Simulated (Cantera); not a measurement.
Input: 1 mol SiCl4, 4.6 mol HCl, 4.7 mol H2, at 540 Torr.

Method: chemical equilibrium by Gibbs-energy minimisation in Cantera with the NASA 1993 tables (ideal gas, pure condensed phases). Candidate condensed phases: Si; 19 gas species. The tables' values for SiCl3 are old estimates; treat these amounts as uncertain. Rates play no part.

x: gas mole fraction; nothing condenses.

| T (°C) | x HCl | x H2 | x SiCl4 | x SiCl3 | x SiCl2 | x SiHCl3 | x SiH2Cl2 |
|---|---|---|---|---|---|---|---|
| 400 | 0.447 | 0.456 | 0.0971 | 7.18e-10 | <1e-12 | 1.25e-5 | 9.98e-11 |
| 500 | 0.447 | 0.456 | 0.0970 | 4.29e-8 | (withheld) | (withheld) | (withheld) |
| 600 | 0.447 | 0.456 | 0.0969 | 9.87e-7 | 5.91e-10 | 0.000212 | 4.22e-8 |
| 700 | 0.447 | 0.456 | 0.0965 | 1.17e-5 | 4.10e-8 | 0.000553 | 3.31e-7 |
| 800 | 0.448 | 0.455 | 0.0958 | 8.68e-5 | (withheld) | (withheld) | (withheld) |
| 900 | 0.449 | 0.454 | 0.0944 | 0.000448 | 2.10e-5 | 0.00222 | 6.69e-6 |
| 1000 | 0.452 | 0.451 | 0.0914 | 0.00173 | 0.000215 | 0.00364 | 2.01e-5 |
| 1100 | 0.458 | 0.445 | 0.0848 | 0.00516 | 0.00145 | 0.00521 | 4.74e-5 |
| 1200 | 0.472 | 0.432 | 0.0717 | 0.0116 | 0.00639 | 0.00617 | 8.32e-5 |
| 1300 | 0.495 | 0.410 | 0.0518 | 0.0188 | 0.0180 | 0.00569 | 0.000103 |

Problem. Some entries are withheld; supply them.

Solution. 
- 500, x SiCl2: 2.75e-12
- 500, x SiHCl3: 6.24e-5
- 500, x SiH2Cl2: 3.08e-9
- 800, x SiCl2: 1.26e-6
- 800, x SiHCl3: 0.00119
- 800, x SiH2Cl2: 1.73e-6
